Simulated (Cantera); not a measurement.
Feed: 1 mol CH₃SiCl₃, 0.025 mol C₂H₄, 1 mol H₂, equilibrated at 1330 Pa.

Cantera equilibrium calculation (NASA polynomials, part measured and part estimated; ideal gas, pure solids and liquids). Candidate condensed phases: C, C₆H₆, C₇H₈, C₈H₁₈, Si, SiC; 109 gas species. The feed counts by its element totals alone. The tables' values for SiCl₃ are old estimates; treat these amounts as uncertain. The numbers say what is thermodynamically allowed, not how fast it happens.

### Question
At 1400 K, list the 4 most abundant gas species with their mole fractions, and the condensed phases.

### Answer
HCl 0.609, H₂ 0.343, SiCl₄ 0.0231, SiCl₂ 0.0153. Condensed: C(graphite) + SiC(s).
